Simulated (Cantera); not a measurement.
A perfectly stirred reactor is fed with 6.67 % C₃H₈, 93.3 % H₂, at 0.227 atm; it is held at 1675 K, and followed from long to short residence time.

Model: GRI-Mech 3.0 (53 species, 325 reactions), integrated in Cantera. GRI-Mech 3.0 was tuned for natural gas; its chemistry of propane as a main component is partial and can be far from experiment. GRI-Mech 3.0 stops at C3 and has no aromatics, soot or wall deposition, so with more carbon than oxygen in the feed, carbon stays in small species such as C2H2 where larger ones or solid carbon would form.

Predict: x(C₃H₈) at τ = 11.0 s; x(H₂) at τ = 11.0 s; x(C₂H₄) at τ = 11.0 s; x(H) at τ = 11.0 s; x(CH₄) at τ = 11.0 s; x(C₃H₈) at τ = 39.0 ms; x(H₂) at τ = 39.0 ms; x(C₂H₄) at τ = 39.0 ms; x(H) at τ = 39.0 ms; x(CH₄) at τ = 39.0 ms.


```json
{
 "x(C₃H₈) at τ = 11.0 s": "2.38e-7",
 "x(H₂) at τ = 11.0 s": "0.909",
 "x(C₂H₄) at τ = 11.0 s": "0.000963",
 "x(H) at τ = 11.0 s": "0.000237",
 "x(CH₄) at τ = 11.0 s": "0.0120",
 "x(C₃H₈) at τ = 39.0 ms": "5.02e-5",
 "x(H₂) at τ = 39.0 ms": "0.888",
 "x(C₂H₄) at τ = 39.0 ms": "0.00200",
 "x(H) at τ = 39.0 ms": "0.000434",
 "x(CH₄) at τ = 39.0 ms": "0.0471"
}
```
